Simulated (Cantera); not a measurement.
A closed system holds: 1 mol PbO, 1.1 mol N₂, at 12.0 mbar.

Cantera equilibrium calculation (NASA polynomials, part measured and part estimated; ideal gas, pure solids and liquids). Candidate condensed phases: Pb, PbO, PbO₂, Pb₃O₄; 12 gas species. Gases not in the tables: (PbO)n polymers. Rates play no part.

log p: log10 of the partial pressure in bar; n: condensed amount in mol.

```tsv
T (°C)	log p N₂	log p PbO	log p Pb	log p O₂	log p NO	n PbO(red)	n PbO(yellow)	n PbO(l)
202	-1.92	<-13	<-13	<-13	<-13	1.00	0	0
302	-1.92	<-13	<-13	<-13	<-13	1.00	0	0
402	-1.92	-13.56	<-13	<-13	<-13	1.00	0	0
502	-1.92	-10.75	-11.32	-11.67	[?]	0	1.00	0
602	-1.92	-8.59	-9.24	-9.57	[?]	0	1.00	0
702	-1.92	-6.89	-7.60	-7.91	[?]	0	1.000	0
802	-1.92	-5.51	-6.27	-6.57	[?]	0	1.000	0
902	-1.92	-4.39	-5.18	-5.48	[?]	0	0	0.996
1002	-1.93	-3.54	-4.31	-4.62	[?]	0	0	0.968
1102	-2.00	-2.81	-3.58	-3.88	[?]	0	0	0.803
1202	-2.22	-2.34	-3.04	-3.35	[?]	0	0	0
1302	-2.23	-2.39	-2.89	-3.19	[?]	0	0	0
```

### Question
Complete the blanks.

### Answer

- 502, log p NO: -12.29
- 602, log p NO: -10.54
- 702, log p NO: -9.15
- 802, log p NO: -8.03
- 902, log p NO: -7.10
- 1002, log p NO: -6.36
- 1102, log p NO: -5.75
- 1202, log p NO: -5.36
- 1302, log p NO: -5.08
